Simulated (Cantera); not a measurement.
A freely propagating, adiabatic, planar premixed flame of 33.5 % H₂, 14.0 % O₂, 52.6 % N₂, unburnt at 600 K and 0.110 bar; mixture-averaged transport, grid criteria slope 0.08 and curve 0.16, no radiation.

Model: the H2/O2 subset of GRI-Mech 3.0, which has no nitrogen chemistry, integrated in Cantera. Burning velocities carry a grid error of a few per cent, more on coarse grids.

x: mole fraction of selected species; z is measured from the peak of heat release.

| z (mm) | T (K) | u (m/s) | x H₂ | x O₂ | x H₂O | x O | x OH | x HO₂ |
|---|---|---|---|---|---|---|---|---|
| -24.9 | 600 | 6.24 | 0.335 | 0.140 | <1e-8 | <1e-8 | <1e-8 | <1e-8 |
| -16.6 | 600 | 6.24 | 0.335 | 0.140 | <1e-8 | <1e-8 | <1e-8 | <1e-8 |
| -12.4 | 600 | 6.24 | 0.335 | 0.140 | <1e-8 | <1e-8 | <1e-8 | <1e-8 |
| -8.28 | 600 | 6.24 | 0.335 | 0.140 | 1.23e-8 | <1e-8 | <1e-8 | ? |
| -4.14 | 606 | 6.29 | 0.334 | 0.139 | 0.000387 | 6.82e-6 | 1.94e-5 | ? |
| -2.07 | 715 | 7.36 | 0.313 | 0.136 | 0.0103 | 0.000250 | 0.000260 | ? |
| 0 | 1105 | 11.1 | 0.161 | 0.0831 | 0.119 | 0.00780 | 0.00316 | ? |
| 2.07 | 1369 | 13.5 | 0.0670 | 0.0270 | 0.220 | 0.0132 | 0.00756 | ? |
| 4.14 | 1477 | 14.5 | 0.0655 | 0.0222 | 0.229 | 0.0133 | 0.00962 | ? |
| 8.28 | 1612 | 15.7 | 0.0696 | 0.0197 | 0.235 | 0.0127 | 0.0121 | ? |
| 16.6 | 1765 | 17.0 | 0.0730 | 0.0168 | 0.243 | 0.0114 | 0.0146 | ? |
| 33.1 | 1927 | 18.3 | 0.0748 | 0.0138 | 0.253 | 0.00932 | 0.0166 | ? |
| 66.3 | 2089 | 19.6 | 0.0746 | 0.0106 | 0.265 | 0.00694 | 0.0173 | ? |

Task: Complete the blanks.

Result: 
- -8.28, x HO₂: 2.65e-7
- -4.14, x HO₂: 4.00e-5
- -2.07, x HO₂: 2.82e-5
- 0, x HO₂: 1.13e-5
- 2.07, x HO₂: 3.37e-6
- 4.14, x HO₂: 2.43e-6
- 8.28, x HO₂: 1.83e-6
- 16.6, x HO₂: 1.34e-6
- 33.1, x HO₂: 9.63e-7
- 66.3, x HO₂: 7.13e-7
